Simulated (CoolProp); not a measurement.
Properties of carbonyl sulfide along the isobar 6.54 MPa (Tc = 105.6 °C, pc = 6.369 MPa, ω = 0.098).

Computed with CoolProp (reference Helmholtz-energy equation of state, Lemmon 2006). It is a short technical equation, of lower accuracy than the large ones.

| T (°C) | phase | speed of sound (m/s) | fugacity coefficient |
|---|---|---|---|
| -67.75 | liquid | 1146 | 0.007534 |
| -22.15 | liquid | ___ | 0.05341 |
| 23.45 | liquid | 732.0 | ___ |
| 69.05 | liquid | 502.5 | ___ |
| 114.65 | supercritical | 182.6 | ___ |
| 160.25 | supercritical | 228.8 | 0.7842 |
| 205.85 | supercritical | ___ | 0.8450 |
| 251.45 | supercritical | 277.1 | ___ |

Problem. What belongs in the gaps?

Solution. 
- -22.15, speed of sound (m/s): 940.7
- 23.45, fugacity coefficient: 0.1851
- 69.05, fugacity coefficient: 0.4195
- 114.65, fugacity coefficient: 0.6850
- 205.85, speed of sound (m/s): 256.0
- 251.45, fugacity coefficient: 0.8866
